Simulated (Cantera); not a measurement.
Input: 1 mol PbS, 53 mol H2, equilibrated at 1875 °C and 1.20 bar.

Method: chemical equilibrium by Gibbs-energy minimisation in Cantera with the NASA 1993 tables (ideal gas, pure condensed phases). Candidate condensed phases: Pb, PbS, S; 10 gas species. Equilibrium is a limit: real reactors are often held back by kinetics, nucleation or transport.

Base state: H2 0.964, Pb 0.0145, H2S 0.0107, PbS 0.00394, H 0.00374, SH 0.00238, S2 0.000624, S 0.000179 (mole fractions); condensed: gas only.

Task: What changes in the equilibrium state with this change: pressure from 1.20 bar to 10.0 mbar?

Result: 
```csv
species,before,after
H2,0.964,0.928
H,0.00374,0.0401
Pb,0.0145,0.0171
H2S,0.0107,0.00202
S,0.000179,0.00422
S2,0.000624,0.00289
PbS,0.00394,0.000910
SH,0.00238,0.00503
```
